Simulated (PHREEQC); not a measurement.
A solution holds 0.035 mol/kgw CuSO4, 0.0055 mol/kgw HCl and 0.00022 mol/kgw KCl, at 45 °C. Closed to the air; pH follows from the charge balance.

All values are PHREEQC results (ion-association model, wateq4f.dat), not measurements.

The pH is 2.67. The ionic strength is 0.0845 mol/kgw and the total alkalinity comes out as -5.50 meq/kg.

| species | molality | activity | log γ |
|---|---|---|---|
| Cu+2 | 0.0210 | 0.00856 | -0.390 |
| SO4-2 | 0.0184 | 0.00701 | -0.418 |
| CuSO4 | 0.0137 | 0.0140 | 0.008 |
| Cl- | 0.00541 | 0.00416 | -0.114 |
| HSO4- | 0.00295 | 0.00230 | -0.107 |
| H+ | 0.00255 | 0.00211 | -0.082 |
| CuCl+ | 0.000310 | 0.000240 | -0.111 |
| K+ | 0.000206 | 0.000159 | -0.114 |
| KSO4- | 1.37e-5 | 1.08e-5 | -0.101 |
| CuCl2 | 6.45e-7 | 6.58e-7 | 0.008 |
| CuOH+ | 5.23e-8 | 4.05e-8 | -0.111 |
| Cu2(OH)2+2 | 1.22e-8 | 4.61e-9 | -0.423 |

No solid was allowed to form. Complexes and solids missing from the database can't appear. Constants without temperature data keep their 25 °C values here.
